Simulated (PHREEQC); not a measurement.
Make-up at 20 °C: 1.9 mol LiCl and 0.14 mol MgSO4 per kg of water. Closed to the air; pH follows from the charge balance.

All values are PHREEQC results (Pitzer model, pitzer.dat), not measurements.

```yaml
ionic_strength: 2.46 mol/kgw
activity_of_water: 0.920
density: 1.057 g/cm³
osmotic_coefficient: 1.127
```

| species | molality | activity | log γ |
|---|---|---|---|
| Cl- | 1.90 | 1.07 | -0.248 |
| Li+ | 1.90 | 2.86 | 0.177 |
| Mg+2 | 0.140 | 0.0815 | -0.235 |
| SO4-2 | 0.140 | 0.00360 | -1.590 |
| MgOH+ | 2.68e-7 | 3.31e-7 | 0.092 |
| HSO4- | 2.59e-7 | 6.75e-8 | -0.584 |
| H+ | 1.45e-7 | 2.26e-7 | 0.193 |
| OH- | 1.36e-7 | 2.79e-8 | -0.688 |

No solid was allowed to form.
